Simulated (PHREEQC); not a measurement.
**Hard or scaling water (model solution)**

A solution holds 0.0031 mol CaSO4, 4.8e-05 mol CO2 and 0.031 mol KCl per kg of water, at 20 °C. Closed to the air; pH follows from the charge balance.

All values are PHREEQC results (ion-association model, phreeqc.dat), not measurements.

No solid was allowed to form.

Question: What pH, specific conductance does the model give?

Answer: pH 5.39; specific conductance 4140 µS/cm.

Question: In which forms is S present?

Answer: SO4-2 83 %, CaSO4 9.5 %, KSO4- 7.8 % of the S.
